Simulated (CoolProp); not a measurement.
Hydrogen chloride along the isobar 4.97 MPa: Z from the reference equation and from simpler models built on Tc = 324.7 K, pc = 8.314 MPa, ω = 0.130; each cubic takes its own stable root.

The numbers come from the reference Helmholtz-energy equation of state, Thol 2018 in CoolProp.

| T (K) | phase | reference |
|---|---|---|
| 303.6 | gas | 0.6231 |
| 329.7 | gas | 0.7529 |
| 355.8 | gas | 0.8187 |
| 381.9 | gas | 0.8604 |
| 408 | gas | 0.8896 |
| 434.1 | gas | 0.9111 |
| 460.2 | gas | 0.9276 |
| 486.3 | gas | 0.9405 |
| 512.4 | gas | 0.9509 |
| 538.5 | gas | 0.9594 |
| 564.6 | gas | 0.9663 |
| 590.7 | gas | 0.9722 |
| 616.9 | gas | 0.9771 |
| 643 | gas | 0.9812 |

### Question
How far does each simpler model (van der Waals, Soave-Redlich-Kwong, Peng-Robinson) lie from the reference over these 14 states: mean and median of the absolute difference, and the worst?

### Answer
- van der Waals: mean 2.2 %, median 0.7 %, worst +16.6 % at 303.6 K and 4.97 MPa
- Soave-Redlich-Kwong: mean 2.0 %, median 1.5 %, worst +7.2 % at 303.6 K and 4.97 MPa
- Peng-Robinson: mean 0.5 %, median 0.3 %, worst +3.6 % at 303.6 K and 4.97 MPa
